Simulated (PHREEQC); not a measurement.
Make-up at 25 °C: 0.056 mol/kgw Al2(SO4)3, 9.9e-05 mol/kgw MgSO4, 0.016 mol/kgw HCl and 0.19 mol/kgw NaCl. Closed to the air; pH follows from the charge balance.

Model: ion-association model, wateq4f.dat, run in PHREEQC.

Task: The ionic strength comes out as 0.416 mol/kgw. What activity coefficients do SO4-2, HSO4-, AlOH+2, Al(SO4)2-, NaSO4- get?

Result: SO4-2 0.22, HSO4- 0.68, AlOH+2 0.24, Al(SO4)2- 0.68, NaSO4- 0.70.

Precipitation was switched off in this run.
